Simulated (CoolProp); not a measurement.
Aqueous lithium chloride as a coolant, at -1 °C, 1 atm.

The numbers come from the Melinder's fits for secondary coolants in CoolProp.

```
mass %  freezing point (°C)  viscosity (mPa s)  Prandtl number  density (kg/m³)  conductivity (W/(m K))
------  -------------------  -----------------  --------------  ---------------  ----------------------
3.7                    -3.5               2.04            14.7             1022                   0.552
6.7                    -7.3               2.23            15.5             1040                   0.547
9.7                   -11.7               2.46            16.6             1058                   0.542
12.7                  -17.6               2.75            17.8             1076                   0.536
15.7                  -26.2               3.08            19.3             1094                   0.531
18.7                  -37.9               3.49            21.1             1113                   0.526
21.7                  -52.1               3.99            23.5             1132                   0.520
```
